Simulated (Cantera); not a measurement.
## Equilibrium for silicon epitaxy and polysilicon growth: Si2H6 + Cl2 + H2

Feed: 1 mol Si2H6, a varied amount of Cl2, 12 mol H2, equilibrated at 527 °C and 1300 Pa.

Cantera equilibrium calculation (NASA polynomials, part measured and part estimated; ideal gas, pure solids and liquids). Candidate condensed phases: Si; 19 gas species. The feed counts by its element totals alone. Kinetics and transport are ignored.

```
n(Cl2) (mol)   x H2   x SiCl4     x HCl  x SiHCl3  x SiH2Cl2  x SiCl3  x SiCl2  x SiH3Cl  n Si(s)
------------  -----  --------  --------  --------  ---------  -------  -------  --------  -------
0.016         0.999  0.000173  0.000866  0.000180    1.52e-5  1.09e-6  7.70e-7   2.94e-7     1.99
0.027         0.998  0.000379   0.00105  0.000324    2.24e-5  1.97e-6  1.14e-6   3.58e-7     1.99
0.037         0.998  0.000585   0.00117  0.000449    2.79e-5  2.73e-6  1.42e-6   3.99e-7     1.98
0.047         0.997  0.000800   0.00127  0.000568    3.26e-5  3.46e-6  1.66e-6   4.31e-7     1.98
0.057         0.997   0.00102   0.00135  0.000683    3.68e-5  4.16e-6  1.87e-6   4.58e-7     1.97
0.067         0.996   0.00125   0.00142  0.000794    4.07e-5  4.83e-6  2.07e-6   4.81e-7     1.97
0.077         0.996   0.00148   0.00148  0.000903    4.43e-5  5.49e-6  2.26e-6   5.02e-7     1.96
0.087         0.996   0.00172   0.00154   0.00101    4.77e-5  6.14e-6  2.43e-6   5.21e-7     1.96
0.098         0.995   0.00198   0.00159   0.00112    5.12e-5  6.83e-6  2.61e-6   5.39e-7     1.95
0.11          0.995   0.00228   0.00165   0.00124    5.48e-5  7.57e-6  2.79e-6   5.57e-7     1.95
0.12          0.994   0.00252   0.00169   0.00134    5.77e-5  8.17e-6  2.94e-6   5.71e-7     1.94
0.13          0.994   0.00277   0.00173   0.00144    6.04e-5  8.76e-6  3.08e-6   5.85e-7     1.94
0.14          0.994   0.00301   0.00177   0.00153    6.30e-5  9.34e-6  3.22e-6   5.97e-7     1.93
```
x: gas mole fraction; n: condensed amount in mol.

From 0.016 mol Cl2 to 0.14 mol Cl2 the condensed part is Si(s). The main Si-bearing gas is SiHCl3 at 0.016 mol Cl2 and SiCl4 at 0.14 mol Cl2. The share of Si in condensed phases is highest at 0.016 mol Cl2 (99.7 %) and lowest at 0.14 mol Cl2 (96.5 %).
